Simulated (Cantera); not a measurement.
Input: 1 mol SiH₂Cl₂, 0.14 mol Cl₂, 17 mol N₂, at 1.33 mbar.

Cantera equilibrium calculation (NASA polynomials, part measured and part estimated; ideal gas, pure solids and liquids). Candidate condensed phases: NH₄Cl, Si, Si₃N₄; 28 gas species. N₂ is the only nitrogen source here; it is nearly inert below about 1500 K, so the nitride shown seldom forms there in practice. The tables' values for SiCl₃ are old estimates; treat these amounts as uncertain. Equilibrium is a limit: real reactors are often held back by kinetics, nucleation or transport. All values below are at 1152 °C.

Base state: N₂ 0.887, HCl 0.0645, SiCl₂ 0.0249, H₂ 0.0209, SiCl₃ 0.00168, SiCl₄ 0.000447, Cl 6.82e-5, H 2.70e-5 (mole fractions); condensed: Si₃N₄(s).

Problem. What changes in the equilibrium state with this change: N₂ from 17 to 3.8 mol?

Solution. 
```csv
species,before,after
N₂,0.887,0.625
HCl,0.0645,0.202
SiCl₂,0.0249,0.0821
H₂,0.0209,0.0783
SiHCl₃,1.13e-5,0.000117
SiCl₄,0.000447,0.00384
SiCl₃,0.00168,0.00895
H,2.70e-5,5.23e-5
Cl,6.82e-5,0.000110
"Si₃N₄(s), mol",0.164,0.157
```

Problem. What changes in the equilibrium state with this change: pressure from 1.33 mbar to 7.10 mbar?

Solution. 
```json
[
 {"species": "N₂", "before": "0.887", "after": "0.889"},
 {"species": "HCl", "before": "0.0645", "after": "0.0750"},
 {"species": "H₂", "before": "0.0209", "after": "0.0161"},
 {"species": "SiCl₂", "before": "0.0249", "after": "0.0143"},
 {"species": "SiCl₄", "before": "0.000447", "after": "0.00240"},
 {"species": "SiHCl₃", "before": "1.13e-5", "after": "4.03e-5"},
 {"species": "Si₃N₄(s), mol", "before": "0.164", "after": "0.211"}
]
```
